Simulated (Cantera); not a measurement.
A closed system holds: 1 mol Fe2O3, 1.3 mol C, 0.48 mol CO, equilibrated at 1.33 mbar.

These are equilibrium values from Cantera (NASA tables, ideal gas, pure condensed phases), not measurements of a reactor. Candidate condensed phases: C, Fe, Fe(CO)5, FeO, Fe2O3, Fe3O4; 15 gas species. Each liquid is taken as pure. Mutual solubility and eutectic melting of coexisting phases are not modelled. The tables' stoichiometric FeO is somewhat more stable than real wüstite, so its field is too wide. FeO: taken at fixed stoichiometry. Equilibrium is a limit: real reactors are often held back by kinetics, nucleation or transport.

log p: log10 of the partial pressure in bar; n: condensed amount in mol.

| T (K) | log p CO | log p CO2 | log p Fe | log p FeO | n Fe(α) | n FeO(s) | n Fe(γ) | n Fe(δ) | n FeO(l) | n Fe(l) |
|---|---|---|---|---|---|---|---|---|---|---|
| 1075 | -2.96 | -3.60 | -12.35 | <-14 | 0.632 | 1.37 | 0 | 0 | 0 | 0 |
| 1150 | -2.96 | -3.63 | -11.07 | <-14 | 0.611 | 1.39 | 0 | 0 | 0 | 0 |
| 1225 | -2.95 | -3.66 | -9.95 | ___ | 0 | 1.41 | 0.594 | 0 | 0 | 0 |
| 1300 | -2.95 | -3.68 | -8.96 | ___ | 0 | 1.42 | 0.579 | 0 | 0 | 0 |
| 1375 | -2.95 | -3.70 | -8.09 | ___ | 0 | 1.43 | 0.566 | 0 | 0 | 0 |
| 1450 | -2.94 | -3.72 | -7.30 | ___ | 0 | 1.45 | 0.555 | 0 | 0 | 0 |
| 1525 | -2.94 | -3.74 | -6.60 | ___ | 0 | 1.46 | 0.544 | 0 | 0 | 0 |
| 1600 | -2.94 | -3.75 | -5.96 | ___ | 0 | 1.46 | 0.534 | 0 | 0 | 0 |
| 1675 | -2.93 | -3.78 | -5.38 | ___ | 0 | 0 | 0 | 0.516 | 1.48 | 0 |
| 1750 | -2.93 | -3.83 | -4.86 | ___ | 0 | 0 | 0 | 0.483 | 1.50 | 0 |
| 1825 | -2.94 | -3.87 | -4.38 | ___ | 0 | 0 | 0 | 0 | 1.51 | 0.428 |

Question: What belongs in the gaps?

Answer: 
- 1225, log p FeO: -13.51
- 1300, log p FeO: -12.28
- 1375, log p FeO: -11.18
- 1450, log p FeO: -10.20
- 1525, log p FeO: -9.32
- 1600, log p FeO: -8.52
- 1675, log p FeO: -7.81
- 1750, log p FeO: -7.19
- 1825, log p FeO: -6.62
